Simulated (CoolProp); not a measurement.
Values from CoolProp's reference Helmholtz-energy equation of state, Lemmon 2006. It is a short technical equation, of lower accuracy than the large ones.

Give the vapour pressure (MPa), liquid density (kg/m³), liquid cp (kJ/(kg K)), vapour viscosity (µPa s) of saturated toluene at 369, 414.8 K.


```csv
T (K),p (MPa),liquid density (kg/m³),liquid cp (kJ/(kg K)),vapour viscosity (µPa s)
369,0.0654,794,1.95,8.49
414.8,0.227,746,2.12,9.46
```

Viscosity comes from a separate model (Avgeri 2015).
